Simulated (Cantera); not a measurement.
A perfectly stirred reactor is fed with 41.0 % H₂, 11.3 % O₂, 42.5 % N₂, 5.27 % H₂O, equivalence ratio 1.8, at 101000 Pa; it is adiabatic with a 775 K inlet, and is followed from long to short residence time, starting on the burning branch (τ in s: 0.14, 0.049, 0.017, 0.0061, 0.0021, 0.00075, 0.00026, 9.2e-05, 3.2e-05).

Model: GRI-Mech 3.0 (53 species, 325 reactions), integrated in Cantera.

Task: Predict: blow-out, bracketed by the residence times tried; x(H₂) at τ = 0.140 s; x(O₂) at τ = 0.140 s; x(H₂O) at τ = 0.140 s; x(OH) at τ = 0.140 s; x(NO) at τ = 0.140 s; x(H₂) at τ = 2.10 ms; x(O₂) at τ = 2.10 ms; x(H₂O) at τ = 2.10 ms; x(OH) at τ = 2.10 ms; x(NO) at τ = 2.10 ms.

Result: 
| Property | Result |
|---|---|
| blow-out, bracketed by the residence times tried | burning at 32.0 µs, the shortest tried |
| x(H₂) at τ = 0.140 s | 0.205 |
| x(O₂) at τ = 0.140 s | 3.09e-5 |
| x(H₂O) at τ = 0.140 s | 0.310 |
| x(OH) at τ = 0.140 s | 0.00175 |
| x(NO) at τ = 0.140 s | 0.000123 |
| x(H₂) at τ = 2.10 ms | 0.198 |
| x(O₂) at τ = 2.10 ms | 0.000405 |
| x(H₂O) at τ = 2.10 ms | 0.303 |
| x(OH) at τ = 2.10 ms | 0.00504 |
| x(NO) at τ = 2.10 ms | 4.22e-5 |
